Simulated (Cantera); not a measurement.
A closed system holds: 1 mol MgO, 0.48 mol CH4, 1.8 mol CO, at 0.100 bar.

Equilibrium computed with Cantera from the NASA thermochemical tables; the gas is ideal and each condensed phase is pure. Candidate condensed phases: C, C6H6, C7H8, C8H18, H2O, Mg, MgCO3, MgO, Mg(OH)2; 116 gas species. The tables' values for MgH are old estimates; treat these amounts as uncertain. Equilibrium is a limit: real reactors are often held back by kinetics, nucleation or transport.

log p: log10 of the partial pressure in bar; n: condensed amount in mol.

| T (K) | log p CO | log p H2 | log p Mg | log p H2O | log p H | log p CO2 | log p OH | n C(graphite) | n MgO(s) |
|---|---|---|---|---|---|---|---|---|---|
| 1373 | -1.19 | -1.46 | -7.05 | -4.97 | -6.21 | -5.01 | -11.47 | 0.480 | 1.000 |
| 1473 | -1.19 | -1.46 | -5.44 | -5.32 | -5.63 | -5.44 | -11.08 | 0.480 | 1.000 |
| 1573 | -1.19 | -1.46 | -4.05 | -5.63 | -5.12 | -5.82 | -10.73 | 0.478 | 0.998 |
| 1673 | -1.19 | -1.47 | (withheld) | (withheld) | (withheld) | (withheld) | (withheld) | (withheld) | 0.957 |
| 1773 | -1.21 | -1.59 | -1.89 | (withheld) | (withheld) | (withheld) | (withheld) | 0 | 0.520 |
| 1873 | -1.21 | -1.59 | -1.89 | -5.36 | -3.98 | -5.60 | -8.87 | 0 | 0.520 |
| 1973 | -1.21 | -1.59 | -1.89 | -4.69 | -3.67 | -4.96 | -7.79 | 0 | 0.519 |
| 2073 | -1.21 | -1.59 | -1.89 | -4.09 | -3.38 | -4.39 | -6.82 | 0 | 0.515 |
| 2173 | -1.22 | -1.60 | -1.88 | -3.56 | -3.12 | -3.88 | -5.94 | 0 | 0.504 |
| 2273 | -1.22 | -1.62 | -1.86 | -3.10 | -2.89 | -3.44 | -5.17 | 0 | 0.474 |
| 2373 | -1.24 | -1.66 | -1.82 | -2.72 | -2.69 | -3.06 | -4.50 | 0 | 0.408 |
| 2473 | -1.26 | -1.73 | -1.76 | -2.44 | -2.52 | -2.75 | -3.92 | 0 | 0.289 |
| 2573 | -1.29 | -1.84 | -1.68 | -2.24 | -2.38 | -2.50 | -3.43 | 0 | 0.102 |
| 2673 | -1.32 | -1.92 | -1.65 | -2.19 | -2.25 | -2.42 | -3.13 | 0 | 0 |

Task: Some entries are withheld; supply them.

Result: 
- 1673, log p Mg: -2.82
- 1673, log p H2O: -5.91
- 1673, log p H: -4.68
- 1673, log p CO2: -6.15
- 1673, log p OH: -10.44
- 1673, n C(graphite): 0.437
- 1773, log p H2O: -6.11
- 1773, log p H: -4.34
- 1773, log p CO2: -6.31
- 1773, log p OH: -10.07
